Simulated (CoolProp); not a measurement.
n-perfluorobutane at 247.14 K and 0.0212 MPa is compressed adiabatically to 0.0902 MPa with isentropic efficiency 0.9. Each further row changes one setting.

Model: reference Helmholtz-energy equation of state, Gao 2022, in CoolProp.

```json
[
 {"case": "as stated", "work (kJ/kg)": "13.9", "final temperature (K)": "268.3", "final phase": "two-phase, vapour fraction 0.978", "final density (kg/m³)": "10.3"},
 {"case": "efficiency 1", "work (kJ/kg)": "12.6", "final temperature (K)": "268.3", "final phase": "two-phase, vapour fraction 0.964", "final density (kg/m³)": "10.4"},
 {"case": "efficiency 0.65", "work (kJ/kg)": "19.3", "final temperature (K)": "272.1", "final phase": "gas", "final density (kg/m³)": "9.90"}
]
```
